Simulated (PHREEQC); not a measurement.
Dissolve 0.033 mol NaHSO4 and 0.000486 mol Na2B4O7 per kg of water at 20 °C. Closed to the air; pH follows from the charge balance.

Equilibrium calculation in PHREEQC: ion-association model, wateq4f.dat.

- pH = 1.80
- ionic strength = 0.0699 mol/kgw
- total alkalinity = -32.0 meq/kg

```
species  molality  activity   log γ
-------  --------  --------  ------
Na+        0.0328    0.0264  -0.094
H+         0.0187    0.0157  -0.075
SO4-2      0.0185   0.00776  -0.376
HSO4-      0.0133    0.0107  -0.096
H3BO3     0.00194   0.00198   0.007
NaSO4-    0.00122  0.000994  -0.091
```

No solid was allowed to form. Complexes and solids missing from the database can't appear.
